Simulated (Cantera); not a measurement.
An adiabatic, constant-volume homogeneous reactor starts with 20.1 % CH4, 16.8 % O2, 63.1 % N2, equivalence ratio 2.4, at 1750 K and 4.93 atm.

Detailed kinetics in Cantera: GRI-Mech 3.0 (53 species, 325 reactions).

Task: Predict: time of steepest temperature rise; temperature at 8.00 s; equilibrium temperature; x(CH4) at 8.00 s; x(O2) at 8.00 s; x(CO2) at 8.00 s; x(H) at 8.00 s; x(H2) at 8.00 s; x(H2O2) at 8.00 s.

Result: 
```json
{
  "time_of_steepest_temperature_rise": "47.6 µs",
  "temperature at 8.00 s": "2810 K",
  "equilibrium_temperature": "2810 K",
  "x(CH4) at 8.00 s": "1.78e-9 (gas-phase equilibrium 1.99e-9)",
  "x(O2) at 8.00 s": "9.93e-6 (gas-phase equilibrium 9.93e-6)",
  "x(CO2) at 8.00 s": "0.00956 (gas-phase equilibrium 0.00956)",
  "x(H) at 8.00 s": "0.0127 (gas-phase equilibrium 0.0127)",
  "x(H2) at 8.00 s": "0.220 (gas-phase equilibrium 0.220)",
  "x(H2O2) at 8.00 s": "1.23e-8 (gas-phase equilibrium 1.23e-8)"
}
```
